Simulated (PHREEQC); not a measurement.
Dissolve 120 mmol/kgw HF, 54 mmol/kgw NaF and 0.14 mmol/kgw HCl at 20 °C. Closed to the air; pH follows from the charge balance.

Model: ion-association model, wateq4f.dat, run in PHREEQC.

This is a speciation only: nothing precipitates in the calculation.

Question: Order these F species by the share of F that they hold, largest first: HF, HF2-, NaF, F-, H2F2.

Answer: HF (42 %), F- (25 %), H2F2 (19 %), HF2- (13 %), NaF (0.49 %)

The pH is 2.81 and the ionic strength 0.0550 mol/kgw. wateq4f.dat counts part of the HF as a dimer, H2F2, which phreeqc.dat doesn't know; its constant is uncertain.
